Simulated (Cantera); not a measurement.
What does this Cantera script print?

```python
import numpy as np
import cantera as ct

gas_names = """
    C CH CH2 CH3 CH2OH CH3O CH4 CH3OH CO CO2 COOH C2 C2H CHCO,ketyl C2H2,acetylene C2H2,vinylidene
    CH2CO,ketene C2H3,vinyl CH3CO,acetyl C2H4 C2H4O,ethylen CH3CHO,ethanal CH3COOH (HCOOH)2 C2H5 C2H6
    CH3OCH3 C2H5OH C2O C3 C3H3,propargyl C3H4,allene C3H4,propyne C3H4,cyclo- C3H5,allyl C3H6,propylene
    C3H6,cyclo- C3H6O C3H7,n-propyl C3H7,i-propyl C3H8 C3H8O,1propanol C3H8O,2propanol C3O2 C4 C4H2
    C4H4,1,3-cyclo- C4H6,butadiene C4H6,2-butyne C4H6,cyclo- C4H8,1-butene C4H8,cis2-buten
    C4H8,tr2-butene C4H8,isobutene C4H8,cyclo- (CH3COOH)2 C4H9,n-butyl C4H9,i-butyl C4H9,s-butyl
    C4H9,t-butyl C4H10,isobutane C4H10,n-butane C5 C5H6,1,3cyclo- C5H8,cyclo- C5H10,1-pentene
    C5H10,cyclo- C5H11,pentyl C5H11,t-pentyl C5H12,n-pentane C5H12,i-pentane CH3C(CH3)2CH3 C6H2
    C6H5,phenyl C6H5O,phenoxy C6H6 C6H5OH,phenol C6H10,cyclo- C6H12,1-hexene C6H12,cyclo- C6H13,n-hexyl
    C7H7,benzyl C7H8 C7H8O,cresol C7H14,1-heptene C7H15,n-heptyl C7H16,n-heptane C8H8,styrene
    C8H10,ethylbenz C8H16,1-octene C8H17,n-octyl C8H18,isooctane C8H18,n-octane C9H19,n-nonyl
    C10H8,naphthale C10H21,n-decyl C12H9,o-bipheny C12H10,bipheny Fe FeC5O5 FeO Fe(OH)2 H HCO HO2 H2
    HCHO,formaldehy HCOOH H2O H2O2 O OH O2 O3
""".split()
cond_names = """
    C(gr) C6H6(L) C7H8(L) C8H18(L),n-octa Fe(a) Fe(c) Fe(d) Fe(L) FeC5O5(L) FeO(s) FeO(L) Fe(OH)2(s)
    Fe(OH)3(s) Fe2O3(s) Fe3O4(s) H2O(s) H2O(L)
""".split()


def load(file, names, dense=False):
    # The tables refer to 1 bar. Condensed volumes are neglected.
    table = {s.name: s for s in ct.Species.list_from_file(file)}
    out = []
    for n in names:
        d = dict(table[n].input_data)
        d["thermo"] = dict(d["thermo"], **{"reference-pressure": 1e5})
        if dense:
            d["equation-of-state"] = {"model": "constant-volume", "density": "1e6 g/cm^3"}
        out.append(ct.Species.from_dict(d))
    return out


gas = ct.Solution(thermo="ideal-gas", species=load("nasa_gas.yaml", gas_names))
cond = {s.name: ct.Solution(thermo="fixed-stoichiometry", species=[s], name=s.name)
        for s in load("nasa_condensed.yaml", cond_names, dense=True)}
atoms = {
    'Fe3O4': {'Fe': 3, 'O': 4},
    'C': {'C': 1},
    'CO': {'C': 1, 'O': 1},
    'CH4': {'C': 1, 'H': 4},
}
top_T = {'C(gr)': 4500, 'Fe2O3(s)': 1830, 'Fe3O4(s)': 1870}  # K; cautious upper limits of use, not melting points


def equilibrate(T, P, feed):
    n = {}
    for name, mol in feed.items():
        for a, k in atoms[name].items():
            n[a] = n.get(a, 0.0) + k * mol
    gas.TPX = T, P, n
    mass = sum(n.values()) * gas.mean_molecular_weight
    gas.equilibrate("TP")
    valid = [c for c in cond.values() if c.min_temp <= T <= top_T.get(c.name, c.max_temp)]
    mix = ct.Mixture([(gas, mass / gas.mean_molecular_weight)] + [(c, 0.0) for c in valid])
    mix.T, mix.P = T, P
    mix.equilibrate("TP", solver="vcs", rtol=1e-11, max_steps=5000)
    return mix


results = []
feed = {'Fe3O4': 1, 'C': 0.5, 'CO': 0.022, 'CH4': 0.58}  # mol
P = 1000  # Pa
for T in [1998, 2023, 2048, 2073, 2098, 2123, 2148, 2173, 2198, 2223]:
    mix = equilibrate(T, P, feed)
    results.append((T, P, feed, dict(zip(mix.species_names, mix.species_moles))))

top = {s: max(r[3][s] / sum(r[3][g] for g in gas_names) for r in results) for s in gas_names}
cols = sorted((s for s in top if top[s] > 0.0001), key=lambda s: -top[s])[:6]
seen = [c for c in cond_names if any(r[3].get(c, 0) > 1e-12 for r in results)]
print("log10 of partial pressures in bar; condensed amounts in mol")
print(f"{'T/K':>10s}" + "".join(f"{s[:9]:>10s}" for s in cols + seen))
for T, P, feed, n in results:
    ng = sum(n[g] for g in gas_names)
    print(f"{T:10.4g}" + "".join(f"{np.log10(max(n[s] / ng * P / 1e5, 1e-99)):10.3f}" for s in cols)
          + "".join(f"{n.get(c, 0):10.4g}" for c in seen))
```

It prints:

```
log10 of partial pressures in bar; condensed amounts in mol
       T/K        CO        H2        Fe       H2O       CO2         H     Fe(L)    FeO(L)
      1998    -2.373    -2.480    -3.448    -2.808    -3.362    -4.035    0.4664     2.449
      2023    -2.378    -2.487    -3.327    -2.814    -3.374    -3.965     0.437     2.449
      2048    -2.384    -2.495    -3.210    -2.821    -3.387    -3.898    0.3985      2.45
      2073    -2.393    -2.506    -3.095    -2.831    -3.403    -3.833    0.3479      2.45
      2098    -2.405    -2.520    -2.984    -2.843    -3.421    -3.772    0.2811     2.451
      2123    -2.420    -2.538    -2.875    -2.860    -3.442    -3.714    0.1919     2.451
      2148    -2.440    -2.560    -2.769    -2.881    -3.468    -3.660    0.0715      2.45
      2173    -2.459    -2.592    -2.703    -2.874    -3.456    -3.612         0      2.42
      2198    -2.475    -2.629    -2.671    -2.841    -3.409    -3.569         0      2.36
      2223    -2.492    -2.670    -2.642    -2.811    -3.363    -3.528         0     2.296
```

Method: chemical equilibrium by Gibbs-energy minimisation in Cantera with the NASA 1993 tables (ideal gas, pure condensed phases). Each liquid is taken as pure. Mutual solubility and eutectic melting of coexisting phases are not modelled. The tables' stoichiometric FeO is somewhat more stable than real wüstite, so its field is too wide. FeO: taken at fixed stoichiometry.
